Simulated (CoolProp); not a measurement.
Properties of propylene glycol along the isobar 101 kPa.

Computed with CoolProp (reference Helmholtz-energy equation of state, Eisenbach 2021).

```
T (K)   phase  density (kg/m³)  cp (kJ/(kg K))  isothermal compressibility (1/MPa)  expansivity (1/kK)  fugacity coefficient
-----  ------  ---------------  --------------  ----------------------------------  ------------------  --------------------
447    liquid            906.5           3.299                            0.001139               1.080                0.6279
460.1  liquid            893.4           3.369                            0.001255               1.136                0.9504
473.2     gas            1.990           2.487                               10.09               2.267                0.9821
486.3     gas            1.932           2.544                               10.07               2.191                0.9839
499.4     gas            1.879           2.599                               10.05               2.120                0.9855
512.6     gas            1.828           2.651                               10.04               2.054                0.9869
525.7     gas            1.780           2.701                               10.02               1.993                0.9881
538.8     gas            1.735           2.748                               10.01               1.936                0.9892
551.9     gas            1.692           2.794                               10.00               1.884                0.9901
565       gas            1.651           2.837                               9.993               1.834                0.9910
```
